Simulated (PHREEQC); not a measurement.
Dissolve 66 mmol/kgw H3PO4 and 2.2 mmol/kgw Na2CO3 at 25 °C. Closed to the air; pH follows from the charge balance.

Model: ion-association model, wateq4f.dat, run in PHREEQC.

No solid was allowed to form.

Task: Estimate the pH, ionic strength.

Result: pH 1.81; ionic strength 0.0220 mol/kgw.

Task: In which forms is P present?

Result: H3PO4 67 %, H2PO4- 33 % of the P.

H3PO4, which wateq4f.dat lacks, is added to it with the constant of phreeqc.dat.
